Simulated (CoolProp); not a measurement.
Saturation properties of CHF3 (R23).

Computed with CoolProp (reference Helmholtz-energy equation of state, Penoncello 2003).

```json
[
 {"T (K)": "199.9", "p (MPa)": "0.1640", "liquid density (kg/m³)": "1412", "vapour density (kg/m³)": "7.333", "surface tension (mN/m)": "15.2", "liquid viscosity (µPa s)": "266", "vapour viscosity (µPa s)": "9.95"},
 {"T (K)": "204.3", "p (MPa)": "0.2052", "liquid density (kg/m³)": "1394", "vapour density (kg/m³)": "9.062", "surface tension (mN/m)": "14.4", "liquid viscosity (µPa s)": "249", "vapour viscosity (µPa s)": "10.2"},
 {"T (K)": "208.6", "p (MPa)": "0.2527", "liquid density (kg/m³)": "1377", "vapour density (kg/m³)": "11.05", "surface tension (mN/m)": "13.6", "liquid viscosity (µPa s)": "233", "vapour viscosity (µPa s)": "10.4"},
 {"T (K)": "212.9", "p (MPa)": "0.3084", "liquid density (kg/m³)": "1359", "vapour density (kg/m³)": "13.36", "surface tension (mN/m)": "12.8", "liquid viscosity (µPa s)": "220", "vapour viscosity (µPa s)": "10.7"},
 {"T (K)": "217.2", "p (MPa)": "0.3730", "liquid density (kg/m³)": "1341", "vapour density (kg/m³)": "16.04", "surface tension (mN/m)": "12.0", "liquid viscosity (µPa s)": "207", "vapour viscosity (µPa s)": "10.9"},
 {"T (K)": "221.5", "p (MPa)": "0.4475", "liquid density (kg/m³)": "1323", "vapour density (kg/m³)": "19.13", "surface tension (mN/m)": "11.2", "liquid viscosity (µPa s)": "195", "vapour viscosity (µPa s)": "11.1"},
 {"T (K)": "225.9", "p (MPa)": "0.5350", "liquid density (kg/m³)": "1303", "vapour density (kg/m³)": "22.76", "surface tension (mN/m)": "10.4", "liquid viscosity (µPa s)": "183", "vapour viscosity (µPa s)": "11.4"},
 {"T (K)": "230.2", "p (MPa)": "0.6324", "liquid density (kg/m³)": "1283", "vapour density (kg/m³)": "26.84", "surface tension (mN/m)": "9.67", "liquid viscosity (µPa s)": "173", "vapour viscosity (µPa s)": "11.6"},
 {"T (K)": "234.5", "p (MPa)": "0.7426", "liquid density (kg/m³)": "1263", "vapour density (kg/m³)": "31.50", "surface tension (mN/m)": "8.92", "liquid viscosity (µPa s)": "163", "vapour viscosity (µPa s)": "11.9"},
 {"T (K)": "238.8", "p (MPa)": "0.8667", "liquid density (kg/m³)": "1242", "vapour density (kg/m³)": "36.82", "surface tension (mN/m)": "8.17", "liquid viscosity (µPa s)": "154", "vapour viscosity (µPa s)": "12.1"},
 {"T (K)": "243.1", "p (MPa)": "1.006", "liquid density (kg/m³)": "1221", "vapour density (kg/m³)": "42.88", "surface tension (mN/m)": "7.44", "liquid viscosity (µPa s)": "145", "vapour viscosity (µPa s)": "12.4"},
 {"T (K)": "247.5", "p (MPa)": "1.165", "liquid density (kg/m³)": "1198", "vapour density (kg/m³)": "49.95", "surface tension (mN/m)": "6.70", "liquid viscosity (µPa s)": "137", "vapour viscosity (µPa s)": "12.7"},
 {"T (K)": "251.8", "p (MPa)": "1.337", "liquid density (kg/m³)": "1174", "vapour density (kg/m³)": "57.85", "surface tension (mN/m)": "5.99", "liquid viscosity (µPa s)": "129", "vapour viscosity (µPa s)": "13.0"}
]
```

It boils at 191.1 K under 1 atm.

Viscosity comes from a separate model (Shan 2000). Surface tension comes from a separate correlation (Mulero 2012).
